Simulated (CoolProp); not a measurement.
n-hexane along the isotherm 600 K: density (kg/m³) from the reference equation and from simpler models built on Tc = 507.8 K, pc = 30.44 bar, ω = 0.300; each cubic takes its own stable root.

The numbers come from the reference Helmholtz-energy equation of state, Thol 2019 in CoolProp.

| p (bar) | phase | reference |
|---|---|---|
| 0.963 | gas | 1.674 |
| 1.82 | gas | 3.181 |
| 3.46 | gas | 6.113 |
| 6.56 | gas | 11.83 |
| 12.4 | gas | 23.32 |
| 23.6 | gas | 48.47 |
| 44.7 | supercritical | 112.1 |
| 84.7 | supercritical | 269.5 |
| 161 | supercritical | 385.6 |
| 304 | supercritical | 459.8 |

Q: How far does each simpler model (ideal gas, van der Waals, Redlich-Kwong, Soave-Redlich-Kwong, Peng-Robinson) lie from the reference over these 10 states: mean and median of the absolute difference, and the worst?

A: 
- ideal gas: mean 15.1 %, median 11.2 %, worst -45.7 % at 600 K and 84.7 bar
- van der Waals: mean 6.2 %, median 1.1 %, worst -22.6 % at 600 K and 304 bar
- Redlich-Kwong: mean 1.7 %, median 1.0 %, worst +5.4 % at 600 K and 44.7 bar
- Soave-Redlich-Kwong: mean 3.3 %, median 0.8 %, worst -12.2 % at 600 K and 84.7 bar
- Peng-Robinson: mean 1.5 %, median 0.8 %, worst -5.8 % at 600 K and 84.7 bar
